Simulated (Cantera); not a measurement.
An isothermal, constant-pressure homogeneous reactor starts with NO : N₂ = 1 : 2.8 (molar parts), at 1825 K and 45.8 Torr. Integrator tolerance rtol = 1e-08.

Model: GRI-Mech 3.0 (53 species, 325 reactions), integrated in Cantera.

What does this change do: NO 1 to 2.2 parts?


```tsv
quantity	before	after
x(NO) at 300 s	0.00876 (gas-phase equilibrium 0.00374)	0.00902 (gas-phase equilibrium 0.00459)
x(O) at 300 s	0.000223 (gas-phase equilibrium 0.000225)	0.000291 (gas-phase equilibrium 0.000292)
x(N₂O) at 300 s	7.57e-8 (gas-phase equilibrium 5.54e-8)	8.29e-8 (gas-phase equilibrium 6.45e-8)
x(NO₂) at 300 s	4.00e-6 (gas-phase equilibrium 1.72e-6)	5.36e-6 (gas-phase equilibrium 2.74e-6)
x(N₂) at 300 s	0.864 (gas-phase equilibrium 0.866)	0.775 (gas-phase equilibrium 0.778)
x(O₂) at 300 s	0.127 (gas-phase equilibrium 0.130)	0.215 (gas-phase equilibrium 0.218)
```

What does this change do: N2 2.8 to 6.9 parts?


| quantity | before | after |
|---|---|---|
| x(NO) at 300 s | 0.00876 (gas-phase equilibrium 0.00374) | 0.00923 (gas-phase equilibrium 0.00268) |
| x(O) at 300 s | 0.000223 (gas-phase equilibrium 0.000225) | 0.000152 (gas-phase equilibrium 0.000156) |
| x(N₂O) at 300 s | 7.57e-8 (gas-phase equilibrium 5.54e-8) | 6.81e-8 (gas-phase equilibrium 4.14e-8) |
| x(NO₂) at 300 s | 4.00e-6 (gas-phase equilibrium 1.72e-6) | 2.86e-6 (gas-phase equilibrium 8.56e-7) |
| x(N₂) at 300 s | 0.864 (gas-phase equilibrium 0.866) | 0.932 (gas-phase equilibrium 0.935) |
| x(O₂) at 300 s | 0.127 (gas-phase equilibrium 0.130) | 0.0586 (gas-phase equilibrium 0.0619) |
